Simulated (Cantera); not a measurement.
Charge: 1 mol SiH2Cl2, 25 mol N2O, 0.1 mol H2, at 1575 K and 0.780 bar.

These are equilibrium values from Cantera (NASA tables, ideal gas, pure condensed phases), not measurements of a reactor. Candidate condensed phases: H2O, NH4Cl, Si, SiO2, Si2N2O, Si3N4; 47 gas species. The tables hold silica as quartz up to 1696 K and as liquid above; real silica turns to tridymite and cristobalite and melts near 1996 K. Kinetics and transport are ignored.

Base state: N2 0.648, O2 0.293, HCl 0.0413, H2O 0.00787, Cl 0.00542, Cl2 0.00257, NO 0.00186, ClO 5.82e-5 (mole fractions); condensed: SiO2(β-quartz).

Task: What changes in the equilibrium state with this change: SiH2Cl2 replaced by SiF4?

Result: 
```
species               before    after
-------------------  -------  -------
N2                     0.648    0.647
O2                     0.293    0.322
SiF4                       0   0.0246
HCl                   0.0413        0
Cl                   0.00542        0
HF                         0  0.00512
SiO2(β-quartz), mol     1.00   0.0494
```

Task: What changes in the equilibrium state with this change: H2 from 0.1 to 4 mol?

Result: 
| species | before | after |
|---|---|---|
| N2 | 0.648 | 0.616 |
| O2 | 0.293 | 0.233 |
| H2O | 0.00787 | 0.0997 |
| HCl | 0.0413 | 0.0472 |
| Cl2 | 0.00257 | 0.000237 |
| ClO | 5.82e-5 | 1.58e-5 |
| SiO2(β-quartz), mol | 1.00 | 1.00 |
Gases not in the tables: Si(OH)4.
